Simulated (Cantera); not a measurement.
**Premixed flame**

A freely propagating, adiabatic, planar premixed flame of 20.1 % H2, 16.8 % O2, 63.1 % N2, unburnt at 350 K and 0.987 atm; mixture-averaged transport, grid criteria slope 0.08 and curve 0.16, no radiation.

Cantera simulation using the H2/O2 subset of GRI-Mech 3.0, which has no nitrogen chemistry; the numbers are that mechanism's predictions, not measurements. Burning velocities carry a grid error of a few per cent, more on coarse grids. Lean hydrogen flames are cellular in practice and burn faster than this planar one.

| z (mm) | T (K) | u (m/s) | x H2 | x O2 | x OH | x H2O2 | x O | x H |
|---|---|---|---|---|---|---|---|---|
| -1.12 | 350 | 1.10 | 0.201 | 0.168 | <1e-8 | <1e-8 | <1e-8 | <1e-8 |
| -0.747 | 350 | 1.10 | 0.200 | 0.168 | <1e-8 | <1e-8 | <1e-8 | <1e-8 |
| -0.560 | 351 | 1.10 | 0.198 | 0.169 | <1e-8 | 1.29e-7 | <1e-8 | <1e-8 |
| -0.374 | 356 | 1.11 | 0.189 | 0.170 | <1e-8 | 1.71e-6 | 4.89e-8 | <1e-8 |
| -0.187 | 464 | 1.38 | 0.150 | 0.174 | 2.91e-5 | 5.63e-5 | 4.99e-6 | 1.12e-5 |
| -0.0934 | 766 | 2.23 | 0.107 | 0.162 | 0.000552 | 6.19e-5 | 0.000202 | 0.00111 |
| 0 | 1119 | 3.21 | 0.0602 | 0.133 | 0.00165 | 1.59e-5 | 0.00200 | 0.00564 |
| 0.0934 | 1365 | 3.91 | 0.0270 | 0.103 | 0.00425 | 5.52e-6 | 0.00498 | 0.00903 |
| 0.187 | 1507 | 4.31 | 0.0129 | 0.0876 | 0.00632 | 3.05e-6 | 0.00616 | 0.00842 |
| 0.374 | 1646 | 4.69 | 0.00641 | 0.0802 | 0.00741 | 1.45e-6 | 0.00509 | 0.00488 |
| 0.747 | 1749 | 4.97 | 0.00344 | 0.0783 | 0.00649 | 7.13e-7 | 0.00278 | 0.00178 |
| 1.49 | 1807 | 5.12 | 0.00142 | 0.0780 | 0.00453 | 3.69e-7 | 0.00113 | 0.000440 |
| 2.99 | 1833 | 5.18 | 0.000457 | 0.0783 | 0.00268 | 1.83e-7 | 0.000363 | 7.79e-5 |
x: mole fraction of selected species; z is measured from the peak of heat release.

```yaml
laminar_burning_velocity: 110 cm/s
thermal_thickness: 0.374 mm
peak x(OH): 0.00741
peak x(H2O2): 7.61e-5
peak x(O): 0.00618
peak x(H): 0.00918
```
